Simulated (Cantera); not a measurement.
Feed: 1 mol Si3N4, 0.21 mol N2O, 440 mol H2, held at 1902 °C and 14.0 Pa.

Cantera equilibrium calculation (NASA polynomials, part measured and part estimated; ideal gas, pure solids and liquids). Candidate condensed phases: H2O, Si, SiO2, Si2N2O, Si3N4; 35 gas species. Rates play no part.

**Question.** What is the equilibrium state?

**Answer.** 
```json
{
 "x(H2)": "0.656",
 "x(H)": "0.334",
 "x(Si)": "0.00519",
 "x(N2)": "0.00413",
 "x(SiO)": "0.000393",
 "x(SiH)": "2.31e-5",
 "gas_amount": "534.5 mol",
 "log10 activity of Si(l) (absent)": "-2.60"
}
```
